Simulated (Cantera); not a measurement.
A diamond (100) surface in a fixed gas of H2 with x(CH4) = 0.0081, x(H) = 0.001, x(CH3) = 0.00015, 97.5 Torr; coverages are run to steady state.

Computed with Cantera and the Harris–Goodwin 1993 mechanism for the reconstructed diamond (100) surface.

θ: site fractions in the mechanism's names (c6HH fully hydrogenated, c6H* and c6*H radical sites, c6** diradical, c6HM methylated).

```json
[
 {"T (K)": "950", "growth (µm/h)": "(withheld)", "θ c6HH": "0.574", "θ c6H*": "0.0125", "θ c6*H": "0.296", "θ c6**": "0.00548", "θ c6HM": "0.0857"},
 {"T (K)": "1025", "growth (µm/h)": "(withheld)", "θ c6HH": "0.534", "θ c6H*": "0.0187", "θ c6*H": "0.358", "θ c6**": "0.00939", "θ c6HM": "0.0571"},
 {"T (K)": "1100", "growth (µm/h)": "(withheld)", "θ c6HH": "0.501", "θ c6H*": "0.0262", "θ c6*H": "0.415", "θ c6**": "0.0145", "θ c6HM": "0.0285"},
 {"T (K)": "1175", "growth (µm/h)": "(withheld)", "θ c6HH": "0.470", "θ c6H*": "0.0342", "θ c6*H": "0.460", "θ c6**": "0.0202", "θ c6HM": "0.00881"},
 {"T (K)": "1250", "growth (µm/h)": "(withheld)", "θ c6HH": "0.441", "θ c6H*": "0.0418", "θ c6*H": "0.487", "θ c6**": "0.0253", "θ c6HM": "0.00206"},
 {"T (K)": "1325", "growth (µm/h)": "(withheld)", "θ c6HH": "0.419", "θ c6H*": "0.0488", "θ c6*H": "0.500", "θ c6**": "0.0294", "θ c6HM": "0.000466"},
 {"T (K)": "1400", "growth (µm/h)": "(withheld)", "θ c6HH": "0.408", "θ c6H*": "0.0551", "θ c6*H": "0.504", "θ c6**": "0.0323", "θ c6HM": "0.000107"}
]
```

Question: What belongs in the gaps?

Answer: 
- 950, growth (µm/h): 6.85
- 1025, growth (µm/h): 8.94
- 1100, growth (µm/h): 8.15
- 1175, growth (µm/h): 4.76
- 1250, growth (µm/h): 2.76
- 1325, growth (µm/h): 2.20
- 1400, growth (µm/h): 1.71
